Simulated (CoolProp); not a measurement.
R227EA along the isobar 0.603 MPa: Z from the reference equation and from simpler models built on Tc = 374.9 K, pc = 2.925 MPa, ω = 0.358; each cubic takes its own stable root.

Model: reference Helmholtz-energy equation of state, Lemmon 2016, in CoolProp.

| T (K) | phase | reference | Soave-Redlich-Kwong | Peng-Robinson |
|---|---|---|---|---|
| 284.3 | liquid | ___ | ___ | 0.02907 |
| 303.3 | liquid | 0.02976 | 0.03312 | 0.02919 |
| 322.3 | gas | 0.8633 | ___ | 0.8611 |
| 341.4 | gas | 0.8926 | ___ | 0.8867 |
| 360.4 | gas | 0.9134 | 0.9144 | 0.9064 |
| 379.4 | gas | 0.9290 | 0.9296 | 0.9220 |
| 398.4 | gas | ___ | 0.9418 | ___ |
| 417.4 | gas | 0.9507 | 0.9517 | 0.9449 |
| 436.4 | gas | ___ | 0.9599 | ___ |

Q: What belongs in the gaps?

A: 
- 284.3, reference: 0.03000
- 284.3, Soave-Redlich-Kwong: 0.03294
- 322.3, Soave-Redlich-Kwong: 0.8700
- 341.4, Soave-Redlich-Kwong: 0.8951
- 398.4, reference: 0.9411
- 398.4, Peng-Robinson: 0.9346
- 436.4, reference: 0.9585
- 436.4, Peng-Robinson: 0.9534
